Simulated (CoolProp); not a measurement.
A closed Brayton cycle with carbon dioxide: compressor inlet 318.15 K and 8.4 MPa, high pressure 26.1 MPa, turbine inlet 620 K, compressor efficiency 0.85, turbine efficiency 0.85, recuperator effectiveness 0.8 (on enthalpy, no pinch check). Each further row changes one setting.

Values from CoolProp's reference Helmholtz-energy equation of state, Span 1996.

| case | thermal efficiency (%) | net work (kJ/kg) | compressor to turbine work | compressor exit (K) | turbine exit (K) |
|---|---|---|---|---|---|
| as stated | 20.8 | 44.4 | 0.54 | 403.8 | 509.2 |
| turbine inlet 570 K | 17.3 | 33.2 | 0.61 | 403.8 | 463.0 |
| compressor inlet 328.15 K | 17.9 | 35.0 | 0.64 | 425.2 | 509.2 |
| high pressure 22.2 MPa | 20.7 | 41.8 | 0.51 | 391.3 | 524.8 |
| recuperator effectiveness 0.5 | 17.7 | 44.4 | 0.54 | 403.8 | 509.2 |
